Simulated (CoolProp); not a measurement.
Saturation properties of cyclopentane (Tc = 511.7 K, pc = 4.583 MPa, ω = 0.202).

Computed with CoolProp (reference Helmholtz-energy equation of state, Gedanitz 2015).

| T (K) | p (MPa) | liquid density (kg/m³) | liquid cp (kJ/(kg K)) | liquid conductivity (mW/(m K)) |
|---|---|---|---|---|
| 386.1 | 0.5597 | 643.6 | 2.302 | 95.8 |
| 390.1 | 0.6105 | 638.6 | 2.327 | 94.5 |
| 394.1 | 0.6647 | (withheld) | 2.353 | 93.2 |
| 398.2 | 0.7239 | 628.2 | 2.380 | 91.9 |
| 402.2 | 0.7852 | 622.9 | 2.407 | 90.7 |
| 406.2 | (withheld) | 617.5 | 2.434 | 89.5 |
| 410.3 | 0.9212 | 611.9 | 2.463 | 88.2 |
| 414.3 | 0.9945 | (withheld) | 2.491 | 87.0 |
| 418.3 | 1.072 | (withheld) | 2.521 | 85.9 |
| 422.4 | 1.156 | 594.8 | (withheld) | (withheld) |

Task: Fill in the missing entries.

Result: 
- 394.1, liquid density (kg/m³): 633.5
- 406.2, p (MPa): 0.8504
- 414.3, liquid density (kg/m³): 606.4
- 418.3, liquid density (kg/m³): 600.7
- 422.4, liquid cp (kJ/(kg K)): 2.552
- 422.4, liquid conductivity (mW/(m K)): 84.7

It boils at 322.4 K under 1 atm.

Thermal conductivity comes from a separate model (Vassiliou 2015).
